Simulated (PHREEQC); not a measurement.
Leach liquor (model solution)

Dissolve 0.63 mmol/kgw HCl, 0.12 mmol/kgw MnSO4 and 0.0044 mmol/kgw Na2SO4 at 53 °C. Closed to the air; pH follows from the charge balance.

Model: ion-association model, phreeqc.dat, run in PHREEQC.

Precipitation was switched off in this run.

Question: Predict the pH, specific conductance.

Answer: pH 3.23; specific conductance 490 µS/cm.

Question: In which forms is Mn present?

Answer: Mn+2 97 %, MnSO4 2.3 % of the Mn.

Constants without temperature data keep their 25 °C values here.
